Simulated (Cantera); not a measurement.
A freely propagating, adiabatic, planar premixed flame of 12.8 % CH₄, 18.3 % O₂, 68.8 % N₂, equivalence ratio 1.4, unburnt at 575 K and 0.132 atm; mixture-averaged transport, grid criteria slope 0.08 and curve 0.16, no radiation.

Computed with Cantera and GRI-Mech 3.0 (53 species, 325 reactions). Burning velocities carry a grid error of a few per cent, more on coarse grids.

Task: Predict: laminar burning velocity; thermal thickness; peak x(CH₂O); peak x(CH₂CO).

Result: 
```json
{
 "laminar_burning_velocity": "113 cm/s",
 "thermal_thickness": "2.51 mm",
 "peak x(CH₂O)": "0.00114",
 "peak x(CH₂CO)": "0.000244"
}
```
